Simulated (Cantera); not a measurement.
**Equilibrium for sublimation and decomposition of ceramics: MgO + H₂**

Input: 1 mol MgO, 8.3 mol H₂, at 0.740 bar.

These are equilibrium values from Cantera (NASA tables, ideal gas, pure condensed phases), not measurements of a reactor. Candidate condensed phases: H₂O, Mg, MgO, Mg(OH)₂; 15 gas species. The tables' values for MgH are old estimates; treat these amounts as uncertain. Kinetics and transport are ignored.

```tsv
T (°C)	x H₂	x H₂O	x Mg	x H	x MgH	x MgOH	x OH	x Mg(OH)₂	n MgO(s)
1302	1.000	9.31e-5	9.23e-5	4.83e-5	8.86e-7	1.28e-8	1.63e-10	4.74e-11	0.999
1377	0.999	0.000215	0.000213	0.000106	2.19e-6	5.50e-8	1.03e-9	2.78e-10	0.998
1452	0.999	0.000461	0.000456	0.000216	5.01e-6	2.08e-7	5.49e-9	1.40e-9	0.996
1527	0.998	0.000925	0.000914	0.000416	1.06e-5	7.01e-7	2.54e-8	6.10e-9	0.992
1602	0.996	0.00175	0.00173	0.000760	2.12e-5	2.14e-6	1.04e-7	2.36e-8	0.985
1677	0.992	0.00315	0.00311	0.00133	4.01e-5	5.96e-6	3.83e-7	8.20e-8	0.974
1752	0.987	0.00541	0.00534	0.00222	7.19e-5	1.54e-5	1.27e-6	2.59e-7	0.955
```
x: gas mole fraction; n: condensed amount in mol.

From 1302 °C to 1752 °C the condensed part is MgO(s). The main Mg-bearing gas is Mg throughout. The share of Mg in condensed phases is highest at 1302 °C (99.9 %) and lowest at 1752 °C (95.5 %).
